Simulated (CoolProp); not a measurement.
A single-stage vapour-compression cycle with the fluid: evaporating at 237.15 K (dew point), condensing at 267.15 K (bubble point), superheat 2 K, subcooling 0 K, compressor efficiency 0.75, no pressure losses. The same conditions are run with several fluids, on thermodynamics alone (safety and materials aside).

Model: reference Helmholtz-energy equation of state of each fluid (carbon dioxide: Span 1996; R21: Platzer 1990; R507A: Lemmon 2003; R1336mzz(E): Akasaka 2023; R124: de Vries 1995; R115: Lemmon 2016), in CoolProp. The equations of Platzer and Polt are older, rougher fits. Blends and air are pseudo-pure fits.

Question: Rank carbon dioxide, R21, R507A, R1336mzz(E), R124, R115 by cooling COP, highest first.

Answer: R21 (5.39), R124 (5.30), R1336mzz(E) (5.22), R507A (5.13), R115 (5.05), carbon dioxide (4.66)

```
fluid           pressure ratio  discharge temperature (K)  refrigerating effect (kJ/kg)  volumetric capacity (kJ/m³)
--------------  --------------  -------------------------  ----------------------------  ---------------------------
carbon dioxide            2.55                      313.7                           252                         7500
R21                       4.55                      315.8                           233                          147
R507A                     3.11                      282.5                           152                         1340
R1336mzz(E)               4.96                      275.8                           140                          131
R124                      3.94                      282.5                           147                          336
R115                      3.11                      272.6                          96.3                          915
```
